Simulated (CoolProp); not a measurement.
A single-stage vapour-compression cycle with the fluid: evaporating at 266.15 K (dew point), condensing at 298.15 K (bubble point), superheat 2 K, subcooling 5 K, compressor efficiency 0.7, no pressure losses. The same conditions are run with several fluids, on thermodynamics alone (safety and materials aside).

The numbers come from the reference Helmholtz-energy equation of state of each fluid (R410A: Lemmon 2003; R407C: Lemmon 2003; R134a: Tillner-Roth 1994; R1224YDZ: Akasaka 2023; R22: Kamei 1995; hydrogen sulfide: Lemmon 2006) in CoolProp. Blends and air are pseudo-pure fits.

```
fluid             cooling COP  pressure ratio  discharge temperature (K)  refrigerating effect (kJ/kg)  volumetric capacity (kJ/m³)
----------------  -----------  --------------  -------------------------  ----------------------------  ---------------------------
R410A                    4.99            2.61                      324.8                           190                         4550
R407C                    4.24            3.32                      329.0                           179                         2720
R134a                    5.22            2.95                      314.3                           169                         1880
R1224YDZ                 5.34            3.68                      309.1                           151                          414
R22                      5.19            2.65                      328.9                           180                         3010
hydrogen sulfide         5.08            2.41                      355.8                           419                         5930
```
